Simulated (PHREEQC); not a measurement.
A solution holds 0.014 mol NH4HSO4 per kg of water, at 25 °C. Closed to the air; pH follows from the charge balance.

Computed with PHREEQC (ion-association model, phreeqc.dat).

Each row changes one thing in this solution. Precipitation was switched off in this run.

```json
[
 {"case": "as made", "pH": "2.08", "ionic strength (mol/kgw)": "0.0316", "SO4-2 (mol/kgw)": "0.00881", "HSO4- (mol/kgw)": "0.00442"},
 {"case": "temperature from 25 to 85 °C", "pH": "2.29", "ionic strength (mol/kgw)": "0.0250", "SO4-2 (mol/kgw)": "[?]", "HSO4- (mol/kgw)": "0.00801"},
 {"case": "NH4HSO4 replaced by ZnSO4 at the same molality", "pH": "5.72", "ionic strength (mol/kgw)": "0.0360", "SO4-2 (mol/kgw)": "0.00868", "HSO4- (mol/kgw)": "9.67e-7"},
 {"case": "NH4HSO4 from 0.014 to 0.07 mol/kgw", "pH": "1.54", "ionic strength (mol/kgw)": "0.126", "SO4-2 (mol/kgw)": "0.0278", "HSO4- (mol/kgw)": "0.0348"},
 {"case": "0.00036 mol/kgw LiOH added", "pH": "[?]", "ionic strength (mol/kgw)": "[?]", "SO4-2 (mol/kgw)": "0.00889", "HSO4- (mol/kgw)": "0.00432"},
 {"case": "NH4HSO4 from 0.014 to 0.007 mol/kgw", "pH": "2.32", "ionic strength (mol/kgw)": "0.0172", "SO4-2 (mol/kgw)": "0.00510", "HSO4- (mol/kgw)": "0.00163"},
 {"case": "diluted 2-fold with water", "pH": "2.32", "ionic strength (mol/kgw)": "0.0172", "SO4-2 (mol/kgw)": "0.00510", "HSO4- (mol/kgw)": "0.00163"},
 {"case": "diluted 100-fold with water", "pH": "3.87", "ionic strength (mol/kgw)": "0.000416", "SO4-2 (mol/kgw)": "[?]", "HSO4- (mol/kgw)": "1.69e-6"}
]
```

Q: Complete the blanks.

A: 
- temperature from 25 to 85 °C, SO4-2 (mol/kgw): 0.00550
- 0.00036 mol/kgw LiOH added, pH: 2.09
- 0.00036 mol/kgw LiOH added, ionic strength (mol/kgw): 0.0318
- diluted 100-fold with water, SO4-2 (mol/kgw): 0.000138

Away from 25 °C the constants follow the database's enthalpies or fits; those with neither stay at their 25 °C values.
